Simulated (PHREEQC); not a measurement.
**Silver or lead bath (model solution)**

Solution (85 °C): 7.3 mmol/kgw PbCl2, 1 mmol/kgw HNO3 and 1.9 mmol/kgw Zn(NO3)2. It is in equilibrium with CO2 at log p = -3.4 (atm). Otherwise closed; pH follows from the charge balance.

The numbers come from PHREEQC with the ion-association model, phreeqc.dat.

Each row changes one thing in this solution. No solid was allowed to form.

```json
[
 {"case": "as made", "pH": "3.06", "ionic strength (mol/kgw)": "0.0214", "Cl- (mol/kgw)": "0.0112", "Pb+2 (mol/kgw)": "0.00397", "PbCl+ (mol/kgw)": "0.00317", "Zn+2 (mol/kgw)": "0.00166", "SI of Pb(OH)2 (Pb(OH)2)": "-3.00", "SI of Cerussite (PbCO3)": "-5.84"},
 {"case": "Zn(NO3)2 replaced by ZnBr2 at the same molality", "pH": "3.06", "ionic strength (mol/kgw)": "0.0206", "Cl- (mol/kgw)": "0.0114", "Pb+2 (mol/kgw)": "0.00356", "PbCl+ (mol/kgw)": "0.00294", "Zn+2 (mol/kgw)": "0.00165", "SI of Pb(OH)2 (Pb(OH)2)": "-3.04", "SI of Cerussite (PbCO3)": "-5.88"},
 {"case": "PbCl2 from 0.0073 to 0.00365 mol/kgw", "pH": "3.05", "ionic strength (mol/kgw)": "0.0149", "Cl- (mol/kgw)": "0.00600", "Pb+2 (mol/kgw)": "[?]", "PbCl+ (mol/kgw)": "0.00114", "Zn+2 (mol/kgw)": "0.00175", "SI of Pb(OH)2 (Pb(OH)2)": "-3.19", "SI of Cerussite (PbCO3)": "-6.03"},
 {"case": "HNO3 from 0.001 to 0.0002 mol/kgw", "pH": "3.75", "ionic strength (mol/kgw)": "0.0206", "Cl- (mol/kgw)": "0.0111", "Pb+2 (mol/kgw)": "0.00396", "PbCl+ (mol/kgw)": "0.00320", "Zn+2 (mol/kgw)": "0.00166", "SI of Pb(OH)2 (Pb(OH)2)": "-1.60", "SI of Cerussite (PbCO3)": "-4.44"},
 {"case": "diluted 10-fold with water", "pH": "4.03", "ionic strength (mol/kgw)": "0.00266", "Cl- (mol/kgw)": "0.00136", "Pb+2 (mol/kgw)": "0.000634", "PbCl+ (mol/kgw)": "9.19e-5", "Zn+2 (mol/kgw)": "0.000185", "SI of Pb(OH)2 (Pb(OH)2)": "-1.69", "SI of Cerussite (PbCO3)": "-4.53"},
 {"case": "Zn(NO3)2 from 0.0019 to 0.00285 mol/kgw", "pH": "3.06", "ionic strength (mol/kgw)": "0.0241", "Cl- (mol/kgw)": "0.0111", "Pb+2 (mol/kgw)": "0.00400", "PbCl+ (mol/kgw)": "0.00309", "Zn+2 (mol/kgw)": "0.00250", "SI of Pb(OH)2 (Pb(OH)2)": "-3.00", "SI of Cerussite (PbCO3)": "-5.85"},
 {"case": "Zn(NO3)2 from 0.0019 to 0.019 mol/kgw", "pH": "3.08", "ionic strength (mol/kgw)": "[?]", "Cl- (mol/kgw)": "[?]", "Pb+2 (mol/kgw)": "0.00421", "PbCl+ (mol/kgw)": "0.00223", "Zn+2 (mol/kgw)": "0.0173", "SI of Pb(OH)2 (Pb(OH)2)": "-3.08", "SI of Cerussite (PbCO3)": "-5.92"}
]
```

### Question
Some entries are withheld; supply them.

### Answer

- PbCl2 from 0.0073 to 0.00365 mol/kgw, Pb+2 (mol/kgw): 0.00241
- Zn(NO3)2 from 0.0019 to 0.019 mol/kgw, ionic strength (mol/kgw): 0.0703
- Zn(NO3)2 from 0.0019 to 0.019 mol/kgw, Cl- (mol/kgw): 0.0106

Species that the database lacks are ignored. Constants without temperature data keep their 25 °C values here.
